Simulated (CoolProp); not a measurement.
Model: reference Helmholtz-energy equation of state, Leachman 2009, in CoolProp.

**Question.** For normal hydrogen, give the phase and the cp (kJ/(kg K)), cv (kJ/(kg K)), viscosity (µPa s) at 443.7 K and 788 kPa.

**Answer.** 
- 443.7 K and 788 kPa: gas; cp 14.5, cv 10.4, viscosity 11.7

Viscosity comes from a separate model (Muzny 2013).
